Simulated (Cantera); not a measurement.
Input (Python, Cantera) and output of one run.

```python
import numpy as np
import cantera as ct

gas_names = """
    AL ALCL ALCL2 ALCL3 ALH ALN AL2 AL2CL6 CL CL2 H HCL H2 N NH NH2 NH3 N2 N2H2 N2H4
""".split()
cond_names = """
    AL(cr) AL(L) ALCL3(s) ALCL3(L) ALN(s) NH4CL(a) NH4CL(b)
""".split()


# ... load() reads the species with a 1 bar reference pressure and builds the phases ...
atoms = {
    'AlN': {'AL': 1, 'N': 1},
    'H2': {'H': 2},
    'Cl2': {'CL': 2},
}
top_T = {'ALN(s)': 2750}  # K; cautious upper limits of use, not melting points


# ... equilibrate(T, P, feed) seeds the gas with the atoms and calls Mixture.equilibrate('TP', solver="vcs", rtol=1e-11, max_steps=5000) ...
results = []
feed = {'AlN': 1, 'H2': 3.4, 'Cl2': 33}  # mol
P = 133.322  # Pa
for T in [773, 973, 1173, 1373, 1573, 1773, 1973]:
    mix = equilibrate(T, P, feed)
    results.append((T, P, feed, dict(zip(mix.species_names, mix.species_moles))))
    x = sorted(zip(gas.X, gas.species_names), reverse=True)
    print(f"T = {T:g} K  P = {P:g} Pa  gas = {mix.phase_moles(0):.4g} mol")
    print("   x: " + "  ".join(f"{s} {v:.3e}" for v, s in x if v > 1e-05))
    print("   condensed (mol): " + ("  ".join(f"{mix.phase(i).name} {mix.phase_moles(i):.4g}"
          for i in range(1, mix.n_phases) if mix.phase_moles(i) > 1e-12) or "none"))
```

Output:

```
T = 773 K  P = 133.322 Pa  gas = 36.4 mol
   x: CL2 7.719e-01  HCL 1.868e-01  ALCL3 2.746e-02  N2 1.374e-02  CL 1.176e-04
   condensed (mol): none
T = 973 K  P = 133.322 Pa  gas = 36.51 mol
   x: CL2 7.665e-01  HCL 1.862e-01  ALCL3 2.739e-02  N2 1.369e-02  CL 6.152e-03
   condensed (mol): none
T = 1173 K  P = 133.322 Pa  gas = 37.94 mol
   x: CL2 7.001e-01  HCL 1.792e-01  CL 8.117e-02  ALCL3 2.636e-02  N2 1.318e-02
   condensed (mol): none
T = 1373 K  P = 133.322 Pa  gas = 45.64 mol
   x: CL2 4.133e-01  CL 4.048e-01  HCL 1.490e-01  ALCL3 2.191e-02  N2 1.096e-02
   condensed (mol): none
T = 1573 K  P = 133.322 Pa  gas = 59.15 mol
   x: CL 7.692e-01  HCL 1.150e-01  CL2 9.047e-02  ALCL3 1.690e-02  N2 8.453e-03
   condensed (mol): none
T = 1773 K  P = 133.322 Pa  gas = 63.7 mol
   x: CL 8.570e-01  HCL 1.067e-01  ALCL3 1.562e-02  CL2 1.269e-02  N2 7.850e-03  ALCL2 7.783e-05
   condensed (mol): none
T = 1973 K  P = 133.322 Pa  gas = 64.47 mol
   x: CL 8.690e-01  HCL 1.053e-01  ALCL3 1.402e-02  N2 7.755e-03  CL2 2.280e-03  ALCL2 1.259e-03  ALCL 2.326e-04  H 1.237e-04  H2 1.120e-05
   condensed (mol): none
```

Cantera equilibrium calculation (NASA polynomials, part measured and part estimated; ideal gas, pure solids and liquids). The tables' values for AlCl2 are old estimates; treat these amounts as uncertain.
